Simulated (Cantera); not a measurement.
Feed: 1 mol FeS2, a varied amount of SO3, 0.81 mol N2, held at 1173.15 K and 0.400 bar.

These are equilibrium values from Cantera (NASA tables, ideal gas, pure condensed phases), not measurements of a reactor. Candidate condensed phases: Fe, FeO, FeS, FeSO4, FeS2, Fe2O3, Fe2(SO4)3, Fe3O4, S; 19 gas species. Mutual solubility and eutectic melting of coexisting phases are not modelled. FeS: taken at fixed stoichiometry. Gases not in the tables: S3 to S7. Equilibrium is a limit: real reactors are often held back by kinetics, nucleation or transport.

Task: Which condensed phases are stable at each of these points (n(SO3) (mol)): 0.42, 0.76, 1.1, 1.5, 1.8, 2.1, 2.5, 2.8, 3.2, 3.5, 3.9, 4.2, 4.5?

Result: 
```json
[
 {"n(SO3) (mol)": "0.42", "condensed phases": "FeS(s)", "Fe condensed (%)": "100.0"},
 {"n(SO3) (mol)": "0.76", "condensed phases": "FeS(s)", "Fe condensed (%)": "100.0"},
 {"n(SO3) (mol)": "1.1", "condensed phases": "FeS(s)", "Fe condensed (%)": "100.0"},
 {"n(SO3) (mol)": "1.5", "condensed phases": "FeS(s) + Fe3O4(s)", "Fe condensed (%)": "100.0"},
 {"n(SO3) (mol)": "1.8", "condensed phases": "FeS(s) + Fe3O4(s)", "Fe condensed (%)": "100.0"},
 {"n(SO3) (mol)": "2.1", "condensed phases": "FeS(s) + Fe3O4(s)", "Fe condensed (%)": "100.0"},
 {"n(SO3) (mol)": "2.5", "condensed phases": "FeS(s) + Fe3O4(s)", "Fe condensed (%)": "100.0"},
 {"n(SO3) (mol)": "2.8", "condensed phases": "FeS(s) + Fe3O4(s)", "Fe condensed (%)": "100.0"},
 {"n(SO3) (mol)": "3.2", "condensed phases": "FeS(s) + Fe3O4(s)", "Fe condensed (%)": "100.0"},
 {"n(SO3) (mol)": "3.5", "condensed phases": "FeS(s) + Fe3O4(s)", "Fe condensed (%)": "100.0"},
 {"n(SO3) (mol)": "3.9", "condensed phases": "FeS(s) + Fe3O4(s)", "Fe condensed (%)": "100.0"},
 {"n(SO3) (mol)": "4.2", "condensed phases": "Fe3O4(s)", "Fe condensed (%)": "100.0"},
 {"n(SO3) (mol)": "4.5", "condensed phases": "Fe3O4(s)", "Fe condensed (%)": "100.0"}
]
```

From 0.42 mol SO3 to 1.1 mol SO3 the condensed part is FeS(s). From 1.5 mol SO3 to 3.9 mol SO3 the condensed part is FeS(s) + Fe3O4(s). From 4.2 mol SO3 to 4.5 mol SO3 the condensed part is Fe3O4(s).
